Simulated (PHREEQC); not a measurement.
Dissolve 0.0048 mol/kgw FeSO4, 0.0021 mol/kgw CaCl2, 0.00013 mol/kgw H2SO4 and 0.24 mol/kgw Na2SO4 at 72 °C. Closed to the air; pH follows from the charge balance.

Equilibrium calculation in PHREEQC: ion-association model, wateq4f.dat.

### Question
The ionic strength comes out as 0.577 mol/kgw. What activity coefficients do H+, Fe+2, FeCl+, Na+, Ca+2 get?

### Answer
H+ 0.74, Fe+2 0.21, FeCl+ 0.65, Na+ 0.68, Ca+2 0.22.

This is a speciation only: nothing precipitates in the calculation. Species that the database lacks are ignored. Away from 25 °C the constants follow the database's enthalpies or fits; those with neither stay at their 25 °C values.
